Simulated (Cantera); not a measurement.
Thermal oxidation and active oxidation of silicon: Si + CO2 + H2

A closed system holds: 1 mol Si, 2 mol CO2, 570 mol H2, held at 1 atm.

Equilibrium computed with Cantera from the NASA thermochemical tables; the gas is ideal and each condensed phase is pure. Candidate condensed phases: C, C6H6, C7H8, C8H18, H2O, Si, SiC, SiO2; 123 gas species. The tables hold silica as quartz up to 1696 K and as liquid above; real silica turns to tridymite and cristobalite and melts near 1996 K. Equilibrium is a limit: real reactors are often held back by kinetics, nucleation or transport.

From 1225 K to 1675 K the condensed part is SiO2(β-quartz). At 1750 K the condensed part is SiO2(condensed). From 1825 K to 1975 K nothing is condensed.

```
T (K)   x H2     x CO     x SiO     x H2O       x H     x CH4    x CO2  n SiO2(β-quartz)  n SiO2(condensed)
-----  -----  -------  --------  --------  --------  --------  -------  ----------------  -----------------
1225   0.996  0.00267  1.12e-10  0.000834   3.09e-7  0.000836  1.52e-6              1.00                  0
1300   0.996  0.00303   4.41e-9  0.000469   1.10e-6  0.000470  8.09e-7             1.000                  0
1375   0.996  0.00322   1.18e-7  0.000274   3.40e-6  0.000274  4.28e-7             1.000                  0
1450   0.996  0.00333   2.24e-6  0.000168   9.38e-6  0.000166  2.36e-7             0.999                  0
1525   0.996  0.00340   2.82e-5  0.000122   2.35e-5   9.33e-5  1.54e-7             0.984                  0
1600   0.996  0.00347  0.000145  0.000174   5.39e-5   2.89e-5  2.01e-7             0.917                  0
1675   0.996  0.00349  0.000390  0.000395  0.000115   5.99e-6  4.18e-7             0.777                  0
1750   0.995  0.00349  0.000888  0.000888  0.000230   1.33e-6  8.61e-7                 0              0.492
1825   0.993  0.00349   0.00174   0.00174  0.000436   3.59e-7  1.56e-6                 0                  0
1900   0.992  0.00349   0.00174   0.00174  0.000785   2.01e-7  1.46e-6                 0                  0
1975   0.992  0.00349   0.00174   0.00174   0.00135   1.18e-7  1.36e-6                 0                  0
```
x: gas mole fraction; n: condensed amount in mol.
